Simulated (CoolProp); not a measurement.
Values from CoolProp's reference Helmholtz-energy equation of state, Lemmon 2006. It is a short technical equation, of lower accuracy than the large ones.

Question: For CH3F (R41), give the phase and the density (kg/m³), cp (kJ/(kg K)), Joule-Thomson coefficient (K/MPa), isothermal compressibility (1/MPa) at 228.3 K and 831 kPa; 280.2 K and 831 kPa.

Answer: 
- 228.3 K and 831 kPa: liquid; density 807, cp 2.17, Joule-Thomson coefficient -0.176, isothermal compressibility 0.00276
- 280.2 K and 831 kPa: gas; density 13.3, cp 1.31, Joule-Thomson coefficient 21.0, isothermal compressibility 1.33
